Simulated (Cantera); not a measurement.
A perfectly stirred reactor is fed with C3H8 : O2 : N2 = 1 : 11.6 : 43.7 (molar parts), equivalence ratio 0.43, at 1.01 bar; it is adiabatic with a 475 K inlet, and is followed from long to short residence time, starting on the burning branch (τ in s: 0.11, 0.054, 0.026, 0.013, 0.0062, 0.003, 0.0015, 0.00072, 0.00035, 0.00017, 8.3e-05, 4e-05).

Detailed kinetics in Cantera: GRI-Mech 3.0 (53 species, 325 reactions). GRI-Mech 3.0 was tuned for natural gas; its chemistry of propane as a main component is partial and can be far from experiment.

One state of this run: T (K) = 1489; x C3H8 = 9.68e-6; x O2 = 0.116; x C2H4 = 2.32e-5; x H2O = 0.0690; x CH2 = 6.34e-8. x: mole fraction; the columns are a selection and need not sum to one.

Q: Which value of τ (s) does it belong to?
A) 0.0015
B) 4.0e-5
C) 0.054
D) 0.013

A: D, 0.013
